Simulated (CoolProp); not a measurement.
A single-stage vapour-compression cycle with R1224YDZ: evaporating at 268.15 K (dew point), condensing at 334.15 K (bubble point), superheat 8 K, subcooling 8 K, compressor efficiency 0.6, no pressure losses. Each further row changes one setting.

Values from CoolProp's reference Helmholtz-energy equation of state, Akasaka 2023.

```csv
case,cooling COP,pressure ratio,discharge temperature (K),refrigerating effect (kJ/kg),volumetric capacity (kJ/m³)
as stated,1.90,10.3,360.9,118,344
evaporating temperature 273.15 K,2.16,8.20,358.3,121,[?]
condensing temperature 329.15 K,2.13,[?],355.7,124,362
subcooling 13 K,2.00,10.3,360.9,124,362
superheat 18 K,1.95,10.3,[?],125,[?]
compressor efficiency 0.5,1.59,10.3,[?],118,344
```

Q: Complete the blanks.

A: 
- evaporating temperature 273.15 K, volumetric capacity (kJ/m³): 436
- condensing temperature 329.15 K, pressure ratio: 8.93
- superheat 18 K, discharge temperature (K): 371.7
- superheat 18 K, volumetric capacity (kJ/m³): 352
- compressor efficiency 0.5, discharge temperature (K): 374.1
